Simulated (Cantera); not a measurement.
A closed system holds: 1 mol Al, 9.8 mol CO2, 31 mol H2, at 600 K and 0.00110 bar.

Method: chemical equilibrium by Gibbs-energy minimisation in Cantera with the NASA 1993 tables (ideal gas, pure condensed phases). Candidate condensed phases: Al, Al2O3, C, C6H6, C7H8, C8H18, H2O; 121 gas species. Equilibrium is a limit: real reactors are often held back by kinetics, nucleation or transport.

Base state: H2 0.598, H2O 0.204, CO2 0.146, CH4 0.0371, CO 0.0152 (mole fractions); condensed: Al2O3(s) + C(graphite).

What changes in the equilibrium state with this change: 0.35 mol NH3 added?


```
species           before    after
----------------  ------  -------
H2                 0.598    0.599
H2O                0.204    0.201
CO2                0.146    0.143
N2                     0  0.00485
CO                0.0152   0.0150
CH4               0.0371   0.0372
Al2O3(s), mol      0.500    0.500
C(graphite), mol    2.77     2.77
```
Further candidate phases: AlN.
